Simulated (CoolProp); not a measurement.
Saturation properties of methane.

The numbers come from the reference Helmholtz-energy equation of state, Setzmann 1991 in CoolProp.

| T (°C) | p (MPa) | liquid density (kg/m³) | vapour Z |
|---|---|---|---|
| -124.35 | 0.9846 | 360.3 | 0.8260 |
| -121.35 | 1.127 | 354.2 | 0.8089 |
| -118.45 | 1.279 | ? | 0.7914 |
| -115.45 | ? | 341.6 | ? |
| -112.45 | 1.637 | 334.7 | 0.7515 |
| -109.45 | 1.841 | ? | 0.7296 |
| -106.55 | 2.055 | 319.9 | 0.7068 |
| -103.55 | 2.295 | 311.7 | 0.6816 |
| -100.55 | 2.554 | 302.7 | 0.6542 |
| -97.55 | 2.834 | ? | 0.6242 |
| -94.55 | 3.136 | 281.9 | 0.5908 |
| -91.65 | 3.451 | 269.7 | 0.5542 |
| -88.65 | 3.801 | 254.3 | 0.5092 |

Question: What belongs in the gaps?

Answer: 
- -118.45, liquid density (kg/m³): 348.2
- -115.45, p (MPa): 1.450
- -115.45, vapour Z: 0.7721
- -109.45, liquid density (kg/m³): 327.4
- -97.55, liquid density (kg/m³): 292.9

It boils at -161.5 °C under 1 atm.
